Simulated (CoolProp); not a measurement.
Vapour-liquid equilibrium of benzene (1) + ethylbenzene (2) at 10.85 °C; x and y are mole fractions of (1).

Values from CoolProp's multi-fluid Helmholtz-energy mixture model, Thol 2012 and Zhou 2012; pair parameters Bell 2016.

```csv
x,bubble pressure (MPa),y at the bubble point,dew pressure at overall composition x (MPa),liquid density (mol/L)
0.05,0.0007662,0.328,0.0005672,8.363
0.15,0.001239,0.630,0.0006255,8.618
0.25,0.001749,0.770,0.0006974,8.885
0.35,0.002295,0.850,[?],9.165
0.45,0.002876,0.901,0.0009057,9.460
0.55,0.003488,0.935,[?],9.769
0.65,0.004123,[?],0.001294,10.09
0.75,0.004770,0.976,0.001651,10.44
0.85,0.005415,0.988,[?],10.80
0.95,0.006045,0.997,[?],11.18
```

**Question.** Some entries are withheld; supply them.

**Answer.** 
- 0.35, dew pressure at overall composition x (MPa): 0.0007879
- 0.55, dew pressure at overall composition x (MPa): 0.001065
- 0.65, y at the bubble point: 0.959
- 0.85, dew pressure at overall composition x (MPa): 0.002292
- 0.95, dew pressure at overall composition x (MPa): 0.003859

No azeotrope shows between x = 0.05 and 0.95.

The pair parameters rest on a limited set of measurements; away from them the model extrapolates.
